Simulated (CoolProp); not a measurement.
Computed with CoolProp (reference Helmholtz-energy equation of state, Lemmon 2006). It is a short technical equation, of lower accuracy than the large ones.

**Question.** Give the vapour pressure (kPa), vapour density (kg/m³), liquid cp (kJ/(kg K)), liquid viscosity (µPa s) of saturated isopentane at 364 K.

**Answer.** 
```
T (K)  p (kPa)  vapour density (kg/m³)  liquid cp (kJ/(kg K))  liquid viscosity (µPa s)
-----  -------  ----------------------  ---------------------  ------------------------
364        590                    16.5                   2.68                       111
```

Viscosity comes from a separate model (Chung 1988), a generic estimate that can be far off for the liquid and wasn't checked against measurements.
